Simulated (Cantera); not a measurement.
Feed: 1 mol PbO, 55 mol N2, equilibrated at 1448 K and 750 Torr.

Equilibrium computed with Cantera from the NASA thermochemical tables; the gas is ideal and each condensed phase is pure. Candidate condensed phases: Pb, PbO, PbO2, Pb3O4; 12 gas species. Gases not in the tables: (PbO)n polymers. The numbers say what is thermodynamically allowed, not how fast it happens.

Q: What is the equilibrium state?

A: 
| Item | Value |
|---|---|
| x(N2) | 0.994 |
| x(PbO) | 0.00444 |
| x(Pb) | 0.000790 |
| x(O2) | 0.000373 |
| x(NO) | 4.45e-5 |
| n(PbO(l)) | 0.711 mol |
| gas amount | 55.31 mol |
| log10 activity of Pb(l) (absent) | -1.27 |
